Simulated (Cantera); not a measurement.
Input: 1 mol BN, 19 mol Cl2, a varied amount of H2, at 877 °C and 20.0 mbar.

Equilibrium computed with Cantera from the NASA thermochemical tables; the gas is ideal and each condensed phase is pure. Candidate condensed phases: B, BN, NH4Cl; 21 gas species. The numbers say what is thermodynamically allowed, not how fast it happens.

Question: At 5 mol H2, list the 5 most abundant gas species with their mole fractions, and the condensed phases.

Answer: Cl2 0.510, HCl 0.414, BCl3 0.0414, N2 0.0207, Cl 0.0139. Condensed: gas only.
